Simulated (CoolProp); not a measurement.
CHF3 (R23) along the isotherm 226.4 K: Z from the reference equation and from simpler models built on Tc = 299.3 K, pc = 4832 kPa, ω = 0.263; each cubic takes its own stable root.

Values from CoolProp's reference Helmholtz-energy equation of state, Penoncello 2003.

```tsv
p (kPa)	phase	reference	Redlich-Kwong	Soave-Redlich-Kwong
659	liquid	(withheld)	0.8883	(withheld)
1320	liquid	0.03764	0.04644	0.04434
1980	liquid	0.05633	0.06932	(withheld)
2640	liquid	0.07495	0.09198	0.08806
3290	liquid	0.09320	0.1141	0.1094
3950	liquid	0.1117	0.1364	0.1309
4610	liquid	0.1301	0.1585	0.1523
5270	liquid	0.1484	0.1805	0.1736
5930	liquid	(withheld)	(withheld)	0.1948
6590	liquid	0.1848	0.2240	0.2158
7250	liquid	(withheld)	0.2455	0.2368
```

Q: Some entries are withheld; supply them.

A: 
- 659, reference: 0.01884
- 659, Soave-Redlich-Kwong: 0.02221
- 1980, Soave-Redlich-Kwong: 0.06627
- 5930, reference: 0.1666
- 5930, Redlich-Kwong: 0.2023
- 7250, reference: 0.2029

At some of these states Redlich-Kwong gives the other phase, because its saturation line lies elsewhere.
